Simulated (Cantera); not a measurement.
Feed: 1 mol SiHCl₃, 0.028 mol HCl, 14 mol H₂, held at 13000 Pa.

These are equilibrium values from Cantera (NASA tables, ideal gas, pure condensed phases), not measurements of a reactor. Candidate condensed phases: Si; 19 gas species. The tables' values for SiCl₃ are old estimates; treat these amounts as uncertain. Kinetics and transport are ignored.

x: gas mole fraction; n: condensed amount in mol.

```
T (K)   x H₂   x HCl   x SiCl₂   x SiCl₄  x SiHCl₃   x SiCl₃  x SiH₂Cl₂  n Si(s)
-----  -----  ------  --------  --------  --------  --------  ---------  -------
973    0.937  0.0118  0.000239    0.0343    0.0153  0.000534   0.000714        ?
1023   0.933  0.0178  0.000605    0.0328    0.0145  0.000969   0.000713        ?
1073   0.927  0.0256   0.00138    0.0306    0.0135   0.00162   0.000699        ?
1123   0.919  0.0353   0.00287    0.0275    0.0123   0.00252   0.000671        ?
1173   0.910  0.0465   0.00542    0.0236    0.0107   0.00360   0.000626    0.321
1223   0.899  0.0587   0.00931    0.0189   0.00892   0.00469   0.000562    0.341
1273   0.888  0.0706    0.0145    0.0138   0.00695   0.00554   0.000483    0.353
1323   0.878  0.0812    0.0205   0.00913   0.00501   0.00586   0.000393    0.355
1373   0.870  0.0893    0.0264   0.00542   0.00334   0.00556   0.000304    0.350
1423   0.864  0.0947    0.0313   0.00296   0.00209   0.00483   0.000226    0.341
1473   0.860  0.0978    0.0350   0.00153   0.00126   0.00395   0.000164    0.332
1523   0.858  0.0993    0.0376  0.000778  0.000754   0.00313   0.000118    0.323
1573   0.857  0.0999    0.0395  0.000399  0.000453   0.00245    8.50e-5    0.315
```

**Question.** Complete the blanks.

**Answer.** 
- 973, n Si(s): 0.220
- 1023, n Si(s): 0.242
- 1073, n Si(s): 0.267
- 1123, n Si(s): 0.295
